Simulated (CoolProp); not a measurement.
The numbers come from the reference Helmholtz-energy equation of state, Thol 2015 in CoolProp.

### Question
For 1,2-dichloroethane, give the phase and the Z, cv (kJ/(kg K)), speed of sound (m/s), isothermal compressibility (1/MPa) at 404.7 K and 0.417 MPa; 449.2 K and 23.3 MPa.

### Answer
- 404.7 K and 0.417 MPa: liquid; Z 0.0114, cv 0.959, speed of sound 782, isothermal compressibility 0.00228
- 449.2 K and 23.3 MPa: liquid; Z 0.586, cv 0.987, speed of sound 809, isothermal compressibility 0.00209
